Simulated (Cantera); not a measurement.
A closed system holds: 1 mol BN, 0.65 mol O₂, a varied amount of H₂, held at 1752 °C and 0.000120 bar.

These are equilibrium values from Cantera (NASA tables, ideal gas, pure condensed phases), not measurements of a reactor. Candidate condensed phases: B, BN, B₂O₃, B₃O₃H₃, H₂O; 39 gas species. Kinetics and transport are ignored.

Problem. At 42 mol H₂, list the 5 most abundant gas species with their mole fractions, and the condensed phases.

Solution. H₂ 0.807, H 0.158, BO 0.0129, N₂ 0.0106, HBO 0.00466. Condensed: gas only.
